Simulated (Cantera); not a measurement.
# N2O furnace oxynitridation

An isothermal, constant-pressure homogeneous reactor starts with 35.2 % N2O, 1.48 % H2, 63.3 % N2, at 1200 K and 4900 Pa.

Model: GRI-Mech 3.0 (53 species, 325 reactions), integrated in Cantera. GRI-Mech 3.0 was tuned for natural gas; its chemistry of N2O as a main component is partial and can be far from experiment. Radical loss at walls, strong at low pressure, is not modelled. The mechanism lacks the step 2 NO + O2 → 2 NO2, which can matter for NO2 below about 1400 K. The temperature is held fixed by assumption; the heat of reaction is taken as removed at once.

| t (s) | x N2O | x H2 | x H | x H2O2 | x NO | x O2 | x HO2 |
|---|---|---|---|---|---|---|---|
| 0.000500 | 0.352 | 0.0148 | 8.99e-7 | 8.43e-12 | 2.69e-7 | 7.18e-7 | 1.33e-8 |
| 0.000861 | 0.352 | 0.0148 | 1.70e-6 | 5.34e-11 | 6.88e-7 | 1.42e-6 | 4.68e-8 |
| 0.00148 | 0.352 | 0.0147 | 2.96e-6 | 2.97e-10 | 1.76e-6 | 2.66e-6 | 1.45e-7 |
| 0.00255 | 0.352 | 0.0146 | 4.80e-6 | 1.42e-9 | 4.48e-6 | 4.84e-6 | 3.81e-7 |
| 0.00439 | 0.351 | 0.0143 | 7.34e-6 | 5.39e-9 | 1.11e-5 | 8.81e-6 | 7.75e-7 |
| 0.00755 | 0.351 | 0.0136 | 1.06e-5 | 1.31e-8 | 2.57e-5 | 1.68e-5 | 1.10e-6 |
| 0.0130 | 0.349 | 0.0120 | 1.31e-5 | 1.80e-8 | 5.29e-5 | 3.41e-5 | 1.22e-6 |
| 0.0224 | 0.346 | 0.00910 | 1.18e-5 | 1.86e-8 | 9.33e-5 | 6.96e-5 | 1.38e-6 |
| 0.0385 | 0.342 | 0.00544 | 7.21e-6 | 1.93e-8 | 0.000141 | 0.000138 | 1.63e-6 |
| 0.0662 | 0.339 | 0.00242 | 2.71e-6 | 1.89e-8 | 0.000188 | 0.000267 | 1.81e-6 |
| 0.114 | 0.336 | 0.000830 | 6.80e-7 | 1.39e-8 | 0.000242 | 0.000498 | 1.60e-6 |
| 0.196 | 0.335 | 0.000215 | 1.34e-7 | 8.26e-9 | 0.000318 | 0.000898 | 1.22e-6 |
| 0.338 | 0.333 | 3.32e-5 | 2.12e-8 | 5.36e-9 | 0.000444 | 0.00159 | 9.71e-7 |
| 0.581 | 0.330 | 1.67e-6 | 4.96e-9 | 3.88e-9 | 0.000664 | 0.00276 | 8.02e-7 |
| 1.00 | 0.324 | 5.95e-8 | 4.00e-9 | 2.66e-9 | 0.00105 | 0.00476 | 6.19e-7 |
x: mole fraction; the columns are a selection and need not sum to one.

Equilibrium at this temperature and pressure: N2O 2.70e-9, H2 1.92e-9, H 3.94e-11, H2O2 2.55e-11, NO 0.000169, O2 0.144, HO2 1.69e-9 (gas phase only).
